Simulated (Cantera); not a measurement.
Standard-state values (1 bar) from the NASA 1993 polynomials, evaluated with Cantera. Values are per mole of reaction as written; species without (g) are pure solids or liquids, kept so even where they would boil at 1 bar. TaC: taken at fixed stoichiometry.

TaO2(g) + 3 H2O(g) + CO(g) = TaC + 3 H2O2(g), with ΔH° = 483.8 kJ and ΔS° = -298.5 J/K at 300 K.

How far is the shortcut ΔG° ≈ ΔH°(300 K) − T·ΔS°(300 K) from the full temperature-dependent value at 1075, 1175, 1275, 1375, 1475, 1575, 1675, 1775, 1875, 1975 K?


| T (K) | shortcut (kJ) | full (kJ) | difference (kJ) | difference in log10 K |
|---|---|---|---|---|
| 1075 | 804.7 | 800.8 | 3.9 | -0.19 |
| 1175 | 834.6 | 829.1 | 5.5 | -0.24 |
| 1275 | 864.4 | 857.1 | 7.3 | -0.30 |
| 1375 | 894.3 | 884.9 | 9.3 | -0.35 |
| 1475 | 924.1 | 912.5 | 11.6 | -0.41 |
| 1575 | 954.0 | 939.9 | 14.0 | -0.46 |
| 1675 | 983.8 | 967.2 | 16.6 | -0.52 |
| 1775 | 1013.7 | 994.2 | 19.4 | -0.57 |
| 1875 | 1043.5 | 1021.1 | 22.4 | -0.62 |
| 1975 | 1073.4 | 1047.8 | 25.6 | -0.68 |
The shortcut ignores the heat-capacity change of the reaction.
